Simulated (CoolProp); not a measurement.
Vapour-liquid equilibrium of R22 (1) + dimethyl ether (2) at 65.25 °C; x and y are mole fractions of (1).

The numbers come from the multi-fluid Helmholtz-energy mixture model, Kamei 1995 and Wu 2011; pair parameters Bell 2016 in CoolProp.

```csv
x,bubble pressure (MPa),y at the bubble point,dew pressure at overall composition x (MPa),liquid density (mol/L)
0.05,1.616,0.045,1.615,12.81
0.125,(withheld),(withheld),1.601,12.86
0.2,1.594,0.198,1.594,12.89
0.275,1.597,0.285,1.597,12.91
0.35,1.614,0.377,1.608,12.91
0.425,1.649,0.473,1.629,12.90
0.5,1.704,0.569,1.662,12.86
0.575,(withheld),0.662,1.708,12.80
0.65,1.891,0.748,1.772,12.71
0.725,2.025,0.823,1.859,12.58
0.8,2.186,0.887,1.979,12.40
0.875,2.371,0.938,2.152,12.17
0.95,(withheld),0.978,2.424,11.85
```

Question: What belongs in the gaps?

Answer: 
- 0.125, bubble pressure (MPa): 1.602
- 0.125, y at the bubble point: 0.118
- 0.575, bubble pressure (MPa): 1.784
- 0.95, bubble pressure (MPa): 2.573

y crosses x between x = 0.2 and 0.275: the model has an azeotrope there.

The pair parameters rest on a limited set of measurements; away from them the model extrapolates.
